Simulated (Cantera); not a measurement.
Cantera run:

```python
import numpy as np
import cantera as ct

gas_names = [...]  # 151 gases of nasa_gas.yaml made of C, H, N, O, Si
cond_names = """
    C(gr) C6H6(L) C7H8(L) C8H18(L),n-octa H2O(s) H2O(L) Si(cr) Si(L) SiC(b) SiO2(Lqz) SiO2(hqz) SiO2(L)
    Si2N2O(s) Si3N4(a)
""".split()


# ... load() reads the species with a 1 bar reference pressure and builds the phases ...
atoms = {
    'SiC': {'Si': 1, 'C': 1},
    'H2O': {'H': 2, 'O': 1},
    'N2': {'N': 2},
}
top_T = {'C(gr)': 4500, 'SiC(b)': 3050, 'Si2N2O(s)': 2100, 'Si3N4(a)': 2400}  # K; cautious upper limits of use, not melting points


# ... equilibrate(T, P, feed) seeds the gas with the atoms and calls Mixture.equilibrate('TP', solver="vcs", rtol=1e-11, max_steps=5000) ...
results = []
feed = {'SiC': 1, 'H2O': 0.026, 'N2': 500}  # mol
P = 10000  # Pa
for T in [1148, 1248, 1348, 1448, 1548, 1648, 1748, 1848]:
    mix = equilibrate(T, P, feed)
    results.append((T, P, feed, dict(zip(mix.species_names, mix.species_moles))))

top = {s: max(r[3][s] / sum(r[3][g] for g in gas_names) for r in results) for s in gas_names}
cols = sorted((s for s in top if top[s] > 0.0001), key=lambda s: -top[s])[:7]
seen = [c for c in cond_names if any(r[3].get(c, 0) > 1e-12 for r in results)]
print("log10 of partial pressures in bar; condensed amounts in mol")
print(f"{'T/K':>10s}" + "".join(f"{s[:9]:>10s}" for s in cols + seen))
for T, P, feed, n in results:
    ng = sum(n[g] for g in gas_names)
    print(f"{T:10.4g}" + "".join(f"{np.log10(max(n[s] / ng * P / 1e5, 1e-99)):10.3f}" for s in cols)
          + "".join(f"{n.get(c, 0):10.4g}" for c in seen))
```

It prints:

```
log10 of partial pressures in bar; condensed amounts in mol
       T/K        N2     C(gr)    SiC(b) Si2N2O(s)  Si3N4(a)
      1148    -1.000    0.9998         0   0.02594     0.316
      1248    -1.000    0.9985         0   0.02498    0.3167
      1348    -1.000    0.9882         0   0.01532    0.3231
      1448    -1.000    0.9714         0         0    0.3333
      1548    -1.000         0    0.9701         0  0.009945
      1648    -1.000         0    0.9713         0  0.009292
      1748    -1.000         0    0.9748         0   0.00685
      1848    -1.000         0    0.9801         0         0
```

Equilibrium computed with Cantera from the NASA thermochemical tables; the gas is ideal and each condensed phase is pure. N2 is the only nitrogen source here; it is nearly inert below about 1500 K, so the nitride shown seldom forms there in practice. Mutual solubility and eutectic melting of coexisting phases are not modelled.
